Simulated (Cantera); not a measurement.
Charge: 1 mol CH3Cl, 0.0069 mol Si, at 2773 K and 2.20 mbar.

Cantera equilibrium calculation (NASA polynomials, part measured and part estimated; ideal gas, pure solids and liquids). Candidate condensed phases: C, C6H6, C7H8, C8H18, Si, SiC; 109 gas species. The tables' values for SiCl are old estimates; treat these amounts as uncertain. Equilibrium is a limit: real reactors are often held back by kinetics, nucleation or transport.

Base state: H 0.558, Cl 0.224, H2 0.124, HCl 0.0720, C3 0.0103, C2H2 (acetylene) 0.00378, C 0.00222, C2H 0.00205 (mole fractions); condensed: C(graphite).

Task: What changes in the equilibrium state with this change: Si from 0.0069 to 0.053 mol?

Result: 
```csv
species,before,after
H,0.558,0.552
Cl,0.224,0.221
H2,0.124,0.121
Si,0.00132,0.00997
SiC2,0.000689,0.00521
HCl,0.0720,0.0703
C3,0.0103,0.0103
SiC,2.09e-6,1.58e-5
SiH,3.95e-6,2.96e-5
SiCl,2.52e-5,0.000188
SiCl2,4.88e-6,3.59e-5
"C(graphite), mol",0.835,0.802
```
